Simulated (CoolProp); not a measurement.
A Linde-Hampson liquefier for nitrogen: isothermal reversible compression at 280 K from 1 atm to 30 MPa, throttling to 1 atm, return gas leaving the recuperator 0 K below the feed. Each further row changes one setting.

Values from CoolProp's reference Helmholtz-energy equation of state, Span 2000.

```json
[
 {"case": "as stated", "liquid yield per pass": "…", "compression work (kJ/kg of gas)": "474"},
 {"case": "high pressure 60 MPa", "liquid yield per pass": "…", "compression work (kJ/kg of gas)": "…"},
 {"case": "warm-end temperature 310 K", "liquid yield per pass": "…", "compression work (kJ/kg of gas)": "…"},
 {"case": "warm-end gap 5 K", "liquid yield per pass": "…", "compression work (kJ/kg of gas)": "474"}
]
```

### Question
What belongs in the gaps?

### Answer

- as stated, liquid yield per pass: 0.109
- high pressure 60 MPa, liquid yield per pass: 0.101
- high pressure 60 MPa, compression work (kJ/kg of gas): 549
- warm-end temperature 310 K, liquid yield per pass: 0.080
- warm-end temperature 310 K, compression work (kJ/kg of gas): 529
- warm-end gap 5 K, liquid yield per pass: 0.098
